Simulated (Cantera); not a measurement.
# MgCO3 + H2S + O2 (roasting and sulfation)

Input: 1 mol MgCO3, 0.053 mol H2S, a varied amount of O2, equilibrated at 750 K and 1580 Torr.

Equilibrium computed with Cantera from the NASA thermochemical tables; the gas is ideal and each condensed phase is pure. Candidate condensed phases: C, C6H6, C7H8, C8H18, H2O, H2SO4, Mg, MgCO3, MgO, Mg(OH)2, MgS, MgSO4, S; 130 gas species. The numbers say what is thermodynamically allowed, not how fast it happens.

```json
[
 {"n(O2) (mol)": "0.22", "log p O2": "-0.69", "log p CO2": "0.26", "log p H2O": "-1.02", "n MgO(s)": "0.947", "n MgSO4(s)": "0.0530"},
 {"n(O2) (mol)": "0.33", "log p O2": "-0.43", "log p CO2": "0.22", "log p H2O": "-1.06", "n MgO(s)": "0.947", "n MgSO4(s)": "0.0530"},
 {"n(O2) (mol)": "0.5", "log p O2": "-0.24", "log p CO2": "0.16", "log p H2O": "-1.11", "n MgO(s)": "0.947", "n MgSO4(s)": "0.0530"},
 {"n(O2) (mol)": "0.75", "log p O2": "-0.10", "log p CO2": "0.09", "log p H2O": "-1.18", "n MgO(s)": "0.947", "n MgSO4(s)": "0.0530"},
 {"n(O2) (mol)": "1.1", "log p O2": "0.01", "log p CO2": "0.01", "log p H2O": "-1.26", "n MgO(s)": "0.947", "n MgSO4(s)": "0.0530"},
 {"n(O2) (mol)": "1.7", "log p O2": "0.10", "log p CO2": "-0.10", "log p H2O": "-1.38", "n MgO(s)": "0.947", "n MgSO4(s)": "0.0530"},
 {"n(O2) (mol)": "2.6", "log p O2": "0.17", "log p CO2": "-0.23", "log p H2O": "-1.50", "n MgO(s)": "0.947", "n MgSO4(s)": "0.0530"},
 {"n(O2) (mol)": "4", "log p O2": "0.22", "log p CO2": "-0.37", "log p H2O": "-1.65", "n MgO(s)": "0.947", "n MgSO4(s)": "0.0530"},
 {"n(O2) (mol)": "6.1", "log p O2": "0.25", "log p CO2": "-0.53", "log p H2O": "-1.80", "n MgO(s)": "0.947", "n MgSO4(s)": "0.0530"},
 {"n(O2) (mol)": "9.2", "log p O2": "0.27", "log p CO2": "-0.68", "log p H2O": "-1.96", "n MgO(s)": "0.947", "n MgSO4(s)": "0.0530"}
]
```
log p: log10 of the partial pressure in bar; n: condensed amount in mol.

From 0.22 mol O2 to 9.2 mol O2 the condensed part is MgO(s) + MgSO4(s).
